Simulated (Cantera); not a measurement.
A Cantera script and what it prints.

```python
import numpy as np
import cantera as ct

gas_names = [...]  # 109 gases of nasa_gas.yaml made of C, Cl, H, Si
cond_names = """
    C(gr) C6H6(L) C7H8(L) C8H18(L),n-octa Si(cr) Si(L) SiC(b)
""".split()


# ... load() reads the species with a 1 bar reference pressure and builds the phases ...
atoms = {
    '(CH3)2SiCl2': {'C': 2, 'H': 6, 'Si': 1, 'CL': 2},
    'H2': {'H': 2},
}
top_T = {'C(gr)': 4500, 'SiC(b)': 3050}  # K; cautious upper limits of use, not melting points


# ... equilibrate(T, P, feed) seeds the gas with the atoms and calls Mixture.equilibrate('TP', solver="vcs", rtol=1e-11, max_steps=5000) ...
results = []
T = 1450  # K
P = 1333.22  # Pa
for m in [1.3, 4.4, 7.5, 11, 14, 17, 20, 23, 26, 29, 32, 35, 38]:
    feed = {'(CH3)2SiCl2': 1, 'H2': m}  # mol
    mix = equilibrate(T, P, feed)
    results.append((T, P, feed, dict(zip(mix.species_names, mix.species_moles))))

top = {s: max(r[3][s] / sum(r[3][g] for g in gas_names) for r in results) for s in gas_names}
cols = sorted((s for s in top if top[s] > 0.0001), key=lambda s: -top[s])[:7]
seen = [c for c in cond_names if any(r[3].get(c, 0) > 1e-12 for r in results)]
print("log10 of partial pressures in bar; condensed amounts in mol")
print(f"{'n(H2)':>10s}" + "".join(f"{s[:9]:>10s}" for s in cols + seen))
for T, P, feed, n in results:
    ng = sum(n[g] for g in gas_names)
    print(f"{feed['H2']:10.4g}" + "".join(f"{np.log10(max(n[s] / ng * P / 1e5, 1e-99)):10.3f}" for s in cols)
          + "".join(f"{n.get(c, 0):10.4g}" for c in seen))
```

Result:

```
log10 of partial pressures in bar; condensed amounts in mol
     n(H2)        H2       HCL     SiCL2     SiCL3     SiCL4     C(gr)    SiC(b)
       1.3    -2.076    -2.312    -4.284    -5.017    -5.187     1.027    0.9726
       4.4    -1.992    -2.504    -4.753    -5.720    -6.125     1.013    0.9871
       7.5    -1.958    -2.639    -5.056    -6.174    -6.730     1.008    0.9916
        11    -1.937    -2.753    -5.305    -6.548    -7.229     1.005     0.994
        14    -1.926    -2.832    -5.473    -6.800    -7.565     1.004    0.9952
        17    -1.919    -2.898    -5.614    -7.011    -7.847     1.003     0.996
        20    -1.913    -2.956    -5.735    -7.193    -8.089     1.002    0.9965
        23    -1.909    -3.007    -5.841    -7.353    -8.301     1.002     0.997
        26    -1.905    -3.052    -5.936    -7.495    -8.491     1.001    0.9973
        29    -1.902    -3.094    -6.021    -7.623    -8.661     1.001    0.9976
        32    -1.900    -3.131    -6.099    -7.739    -8.817         1    0.9978
        35    -1.898    -3.166    -6.170    -7.846    -8.959         1     0.998
        38    -1.896    -3.198    -6.236    -7.945    -9.091    0.9998    0.9981
```

These are equilibrium values from Cantera (NASA tables, ideal gas, pure condensed phases), not measurements of a reactor. The feed counts by its element totals alone. The tables' values for SiCl3 are old estimates; treat these amounts as uncertain.
